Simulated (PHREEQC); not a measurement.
Make-up at 25 °C: 6 mmol/kgw KHSO4. Closed to the air; pH follows from the charge balance.

Computed with PHREEQC (ion-association model, wateq4f.dat).

Each row changes one thing in this solution. This is a speciation only: nothing precipitates in the calculation.

```
case                                 pH  ionic strength (mol/kgw)  SO4-2 (mol/kgw)  HSO4- (mol/kgw)  KSO4- (mol/kgw)
---------------------------------  ----  ------------------------  ---------------  ---------------  ---------------
as made                            2.38                    0.0152          0.00458          0.00131         0.000116
KHSO4 from 0.006 to 0.012 mol/kgw  2.13                    0.0281          0.00803          0.00362         0.000349
0.00055 mol/kgw H2SeO3 added       2.36                    0.0153          0.00455          0.00134         0.000115
0.0016 mol/kgw Cs2CO3 added        2.72                    0.0164          0.00520         0.000667         0.000129
temperature from 25 to 5 °C        2.35                    0.0158          0.00490          0.00101          8.64e-5
```

Species that the database lacks are ignored. Constants without temperature data keep their 25 °C values here.
